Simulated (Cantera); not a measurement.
An adiabatic, constant-volume homogeneous reactor starts with H₂ : O₂ : N₂ : H₂O = 1 : 0.278 : 1.04 : 0.22 (molar parts), equivalence ratio 1.8, at 1048 K and 3750 Torr.

Model: the H2/O2 subset of GRI-Mech 3.0, which has no nitrogen chemistry, integrated in Cantera. The hydrogen kinetics of GRI-Mech 3.0 are dated; newer H2 mechanisms differ, most at raised pressure.

One state of this run: T (K) = 2801; P (bar) = 12.0; x H₂ = 0.193; x O₂ = 0.000122; x H₂O = 0.335; x H₂O₂ = 1.61e-7; x OH = 0.00512; x HO₂ = 3.67e-7. x: mole fraction; the columns are a selection and need not sum to one.

Q: Which value of t (s) does it belong to?
(A) 0.0557
(B) 9.28e-5
(C) 7.19e-6
(D) 0.000334

A: A, 0.0557
